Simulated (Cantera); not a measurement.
Cantera run:

```python
import numpy as np
import cantera as ct

gas_names = [...]  # 136 gases of nasa_gas.yaml made of C, H, N, O
cond_names = """
    C(gr) C6H6(L) C7H8(L) C8H18(L),n-octa H2O(s) H2O(L)
""".split()


# ... load() reads the species with a 1 bar reference pressure and builds the phases ...
atoms = {
    'CO': {'C': 1, 'O': 1},
    'H2': {'H': 2},
    'N2': {'N': 2},
}
top_T = {'C(gr)': 4500}  # K; cautious upper limits of use, not melting points


# ... equilibrate(T, P, feed) seeds the gas with the atoms and calls Mixture.equilibrate('TP', solver="vcs", rtol=1e-11, max_steps=5000) ...
results = []
feed = {'CO': 1, 'H2': 1.3, 'N2': 0.25}  # mol
T = 1400  # K
P = 390  # Pa
mix = equilibrate(T, P, feed)
results.append((T, P, feed, dict(zip(mix.species_names, mix.species_moles))))
print(gas.report(threshold=0.001))
for i in range(1, mix.n_phases):
    print(f"{mix.phase(i).name:16s} {mix.phase_moles(i):12.5e} mol")
```

Output:

```
       temperature   1400 K
          pressure   390 Pa
           density   0.00049447 kg/m^3
  mean mol. weight   14.758 kg/kmol
   phase of matter   gas

                          1 kg             1 kmol
                     ---------------   ---------------
          enthalpy       -6.2208e+05       -9.1809e+06  J
   internal energy       -1.4108e+06       -2.0821e+07  J
           entropy             17884        2.6394e+05  J/K
    Gibbs function        -2.566e+07        -3.787e+08  J
 heat capacity c_p            2257.4             33316  J/K
 heat capacity c_v            1694.1             25002  J/K

                      mass frac. Y      mole frac. X     chem. pot. / RT
                     ---------------   ---------------   ---------------
                CO           0.74422           0.39213            -42.53
                H2          0.069631           0.50975           -24.625
                N2           0.18607          0.098028           -33.672
     [ +133 minor]        7.8544e-05        9.8523e-05

C(gr)             0.00000e+00 mol
```

Equilibrium computed with Cantera from the NASA thermochemical tables; the gas is ideal and each condensed phase is pure.
